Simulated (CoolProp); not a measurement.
Vinyl chloride along the isobar 4.17 MPa: density (kg/m³) from the reference equation and from simpler models built on Tc = 425.0 K, pc = 5.600 MPa, ω = 0.160; each cubic takes its own stable root.

Model: reference Helmholtz-energy equation of state, Thol 2022, in CoolProp.

```tsv
T (K)	phase	reference	van der Waals	Soave-Redlich-Kwong	Peng-Robinson
222.6	liquid	1039	648.0	963.5	1084
239.5	liquid	1010	633.8	941.1	1060
256.3	liquid	981.1	619.0	917.1	1034
273.1	liquid	952.0	603.2	891.0	1006
290	liquid	922.1	586.2	862.4	974.6
306.8	liquid	891.3	568.0	831.2	940.1
323.7	liquid	858.9	547.9	796.5	901.3
340.5	liquid	824.3	525.5	757.7	857.7
357.4	liquid	786.0	499.5	712.9	806.9
374.2	liquid	742.0	468.1	660.1	746.5
391.1	liquid	686.2	424.3	592.3	668.4
424.8	gas	109.8	104.4	109.4	113.6
```
